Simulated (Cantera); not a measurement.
Silicon oxide and oxynitride deposition: TEOS + NO

A closed system holds: 1 mol TEOS, 1.3 mol NO, equilibrated at 49.0 Pa.

Method: chemical equilibrium by Gibbs-energy minimisation in Cantera with the NASA 1993 tables (ideal gas, pure condensed phases). Candidate condensed phases: C, C6H6, C7H8, C8H18, H2O, Si, SiC, SiO2, Si2N2O, Si3N4; 151 gas species. The feed counts by its element totals alone. Mutual solubility and eutectic melting of coexisting phases are not modelled. The tables hold silica as quartz up to 1696 K and as liquid above; real silica turns to tridymite and cristobalite and melts near 1996 K. Rates play no part.

| T (K) | x H2 | x CO | x CO2 | x H2O | x N2 | x H | x CH4 | x SiO | n C(graphite) | n SiO2(α-quartz) | n SiO2(β-quartz) | n Si2N2O(s) | n SiC(s) |
|---|---|---|---|---|---|---|---|---|---|---|---|---|---|
| 650 | 0.745 | 0.0620 | 0.0749 | 0.0578 | 0.0531 | <1e-12 | 0.00708 | <1e-12 | 6.24 | 1.00 | 0 | 0 | 0 |
| 750 | 0.723 | 0.210 | 0.0121 | 0.00677 | 0.0475 | 1.21e-11 | 0.000817 | <1e-12 | 4.95 | 1.00 | 0 | 0 | 0 |
| 850 | 0.717 | 0.235 | 0.000584 | 0.000583 | 0.0467 | 7.84e-10 | 0.000157 | <1e-12 | 4.71 | 0 | 1.00 | 0 | 0 |
| 950 | 0.717 | 0.236 | 4.58e-5 | 7.76e-5 | 0.0466 | 2.13e-8 | 4.22e-5 | <1e-12 | 4.70 | 0 | 1.00 | 0 | 0 |
| 1050 | 0.717 | 0.237 | 5.86e-6 | 1.51e-5 | 0.0466 | 3.10e-7 | 1.44e-5 | 1.16e-9 | 4.70 | 0 | 1.00 | 0 | 0 |
| 1150 | 0.688 | 0.287 | 1.59e-6 | 4.54e-6 | 0.0247 | 2.80e-6 | 5.43e-6 | 8.83e-7 | 3.83 | 0 | 0.418 | 0.291 | 0 |
| 1250 | 0.669 | 0.321 | 4.86e-7 | 1.58e-6 | 0.0101 | 1.79e-5 | 2.41e-6 | 4.85e-5 | 3.20 | 0 | 0 | 0.500 | 0 |
| 1350 | 0.627 | 0.332 | 1.57e-7 | 5.84e-7 | 0.0407 | 8.52e-5 | 1.11e-6 | 0.000323 | 1.71 | 0 | 0 | 0 | 0.995 |
| 1450 | 0.627 | 0.332 | 5.66e-8 | 2.54e-7 | 0.0407 | 0.000338 | 6.35e-7 | 0.000523 | 1.71 | 0 | 0 | 0 | 0.992 |
| 1550 | 0.626 | 0.331 | 2.33e-8 | 1.23e-7 | 0.0406 | 0.00113 | 3.90e-7 | 0.000795 | 1.72 | 0 | 0 | 0 | 0.987 |
| 1650 | 0.624 | 0.331 | 1.07e-8 | 6.50e-8 | 0.0405 | 0.00324 | 2.54e-7 | 0.00115 | 1.73 | 0 | 0 | 0 | 0.982 |
| 1750 | 0.620 | 0.329 | 5.40e-9 | 3.68e-8 | 0.0402 | 0.00827 | 1.72e-7 | 0.00158 | 1.74 | 0 | 0 | 0 | 0.974 |
| 1850 | 0.610 | 0.327 | 2.92e-9 | 2.19e-8 | 0.0397 | 0.0190 | 1.20e-7 | 0.00209 | 1.75 | 0 | 0 | 0 | 0.960 |
| 1950 | 0.592 | 0.322 | 1.66e-9 | 1.34e-8 | 0.0389 | 0.0398 | 8.35e-8 | 0.00266 | 1.78 | 0 | 0 | 0 | 0.917 |
x: gas mole fraction; n: condensed amount in mol.

From 650 K to 750 K the condensed part is C(graphite) + SiO2(α-quartz). From 850 K to 1050 K the condensed part is C(graphite) + SiO2(β-quartz). At 1150 K the condensed part is C(graphite) + SiO2(β-quartz) + Si2N2O(s). At 1250 K the condensed part is C(graphite) + Si2N2O(s). From 1350 K to 1950 K the condensed part is C(graphite) + SiC(s).
